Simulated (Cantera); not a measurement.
Input (Python, Cantera):

```python
import numpy as np
import cantera as ct

gas = ct.Solution("h2o2.yaml")
gas.TPX = 1173, 13332, {'H2': 0.69, 'O2': 1, 'N2': 7.8, 'H2O': 0.01}
reactor = ct.IdealGasConstPressureReactor(gas, energy="off", clone=False)
net = ct.ReactorNet([reactor])
net.rtol, net.atol = 1e-08, 1e-18
show = ['H2', 'O2', 'H2O2', 'OH', 'HO2', 'H2O']
times = np.geomspace(8e-05, 20, 14)

steps = ct.SolutionArray(gas, extra=["t"])
rows = []
print(f"{'t/s':>10s}{'T/K':>9s}{'P/Pa':>11s}" + "".join(f"{s:>11s}" for s in show))
for t in times:
    while net.time < t:
        t_next = net.step()
        steps.append(gas.state, t=t_next)
    rows.append([np.interp(t, steps.t, y) for y in (steps.T, steps.P, *steps(*show).X.T)])
    print(f"{t:10.3e}{rows[-1][0]:9.1f}{rows[-1][1]:11.4g}" + "".join(f"{x:11.3e}" for x in rows[-1][2:]))
rate = np.gradient(steps.T, steps.t)
print("integrator steps:", len(steps.t))
if steps.T.max() > steps.T[0] + 200:
    print(f"time of steepest temperature rise: {steps.t[rate.argmax()]:.4e} s")
gas.TPX = 1173, 13332, {'H2': 0.69, 'O2': 1, 'N2': 7.8, 'H2O': 0.01}
gas.equilibrate("TP")
print(f"equilibrium (TP): T = {gas.T:.1f} K  " + "  ".join(f"{s} {gas[s].X[0]:.3e}" for s in show))
```

Output:

```
       t/s      T/K       P/Pa         H2         O2       H2O2         OH        HO2        H2O
 8.000e-05   1173.0  1.333e+04  7.263e-02  1.053e-01  6.249e-12  1.081e-09  3.492e-09  1.053e-03
 2.081e-04   1173.0  1.333e+04  7.263e-02  1.053e-01  5.112e-11  3.160e-08  1.508e-08  1.053e-03
 5.414e-04   1173.0  1.333e+04  7.101e-02  1.045e-01  2.959e-08  1.335e-04  5.763e-06  2.187e-03
 1.409e-03   1173.0  1.333e+04  4.477e-03  7.202e-02  4.895e-07  2.044e-03  6.459e-06  6.147e-02
 3.664e-03   1173.0  1.333e+04  1.276e-03  7.123e-02  6.251e-07  1.029e-03  5.918e-06  7.342e-02
 9.533e-03   1173.0  1.333e+04  1.601e-04  7.142e-02  3.751e-07  3.335e-04  3.097e-06  7.607e-02
 2.480e-02   1173.0  1.333e+04  1.861e-05  7.151e-02  1.212e-07  1.148e-04  7.525e-07  7.638e-02
 6.452e-02   1173.0  1.333e+04  3.039e-06  7.153e-02  3.626e-08  4.910e-05  1.652e-07  7.643e-02
 1.678e-01   1173.0  1.333e+04  6.992e-07  7.154e-02  1.172e-08  2.462e-05  4.404e-08  7.645e-02
 4.366e-01   1173.0  1.333e+04  2.016e-07  7.154e-02  4.080e-09  1.357e-05  1.392e-08  7.645e-02
 1.136e+00   1173.0  1.333e+04  6.647e-08  7.154e-02  1.497e-09  7.906e-06  5.212e-09  7.646e-02
 2.955e+00   1173.0  1.333e+04  2.407e-08  7.154e-02  5.771e-10  4.790e-06  2.665e-09  7.646e-02
 7.688e+00   1173.0  1.333e+04  1.005e-08  7.154e-02  2.488e-10  3.090e-06  2.179e-09  7.646e-02
 2.000e+01   1173.0  1.333e+04  6.101e-09  7.154e-02  1.514e-10  2.381e-06  2.286e-09  7.646e-02
integrator steps: 2020
equilibrium (TP): T = 1173.0 K  H2 5.639e-09  O2 7.154e-02  H2O2 1.397e-10  OH 2.281e-06  HO2 2.324e-09  H2O 7.646e-02
```

Model: the H2/O2 subset of GRI-Mech 3.0, which has no nitrogen chemistry, integrated in Cantera. The temperature is held fixed by assumption; the heat of reaction is taken as removed at once.
